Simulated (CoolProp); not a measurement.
A Linde-Hampson liquefier for methane: isothermal reversible compression at 250 K from 1 atm to 10 MPa, throttling to 1 atm, return gas leaving the recuperator 5 K below the feed. Each further row changes one setting.

Values from CoolProp's reference Helmholtz-energy equation of state, Setzmann 1991.

```
case                        liquid yield per pass  compression work (kJ/kg of gas)
--------------------------  ---------------------  -------------------------------
as stated                                   0.188                              553
high pressure 20 MPa                        0.317                              613
warm-end temperature 280 K                  0.123                              636
warm-end gap 10 K                           0.177                              553
```
